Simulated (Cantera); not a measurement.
An isothermal, constant-pressure homogeneous reactor starts with C2H4 : H2 = 1 : 15 (molar parts), at 1748 K and 110 Pa. Integrator tolerance rtol = 1e-08.

Detailed kinetics in Cantera: GRI-Mech 3.0 (53 species, 325 reactions). GRI-Mech 3.0 was tuned for natural gas; its chemistry of ethylene as a main component is partial and can be far from experiment. GRI-Mech 3.0 stops at C3 and has no aromatics, soot or wall deposition, so with more carbon than oxygen in the feed, carbon stays in small species such as C2H2 where larger ones or solid carbon would form. Radical loss at walls, strong at low pressure, is not modelled.

```json
[
 {"quantity": "x(C2H4) at 1.00 s", "before": "4.91e-5 (gas-phase equilibrium 2.03e-6)", "after": "0.0625 (gas-phase equilibrium 0.000659)"},
 {"quantity": "x(H2) at 1.00 s", "before": "0.941 (gas-phase equilibrium 0.935)", "after": "0.938 (gas-phase equilibrium 0.935)"},
 {"quantity": "x(CH2) at 1.00 s", "before": "2.54e-11 (gas-phase equilibrium 2.32e-8)", "after": "<1e-12 (gas-phase equilibrium 4.10e-12)"},
 {"quantity": "x(CH4) at 1.00 s", "before": "3.30e-6 (gas-phase equilibrium 2.07e-5)", "after": "3.80e-11 (gas-phase equilibrium 0.0112)"},
 {"quantity": "x(H) at 1.00 s", "before": "0.000265 (gas-phase equilibrium 0.00671)", "after": "5.35e-9 (gas-phase equilibrium 5.79e-6)"}
]
```

Q: What was changed between the two runs?
A) H2 15 to 49 parts
B) temperature 1748 to 1500 K
C) temperature 1748 to 1200 K
D) C2H4 1 to 7.7 parts

A: C, temperature 1748 to 1200 K
